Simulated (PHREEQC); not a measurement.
Dissolve 0.198 mol/kgw HF and 0.00083 mol/kgw NaF at 25 °C. It is in equilibrium with CO2 at log p = -2 (atm). Otherwise closed; pH follows from the charge balance.

The numbers come from PHREEQC with the ion-association model, phreeqc.dat.

No solid was allowed to form.

Question: What pH, ionic strength does the model give?

Answer: pH 1.86; ionic strength 0.0163 mol/kgw.

Question: In which forms is F present?

Answer: HF 89 %, HF2- 6.6 %, F- 4.9 % of the F.
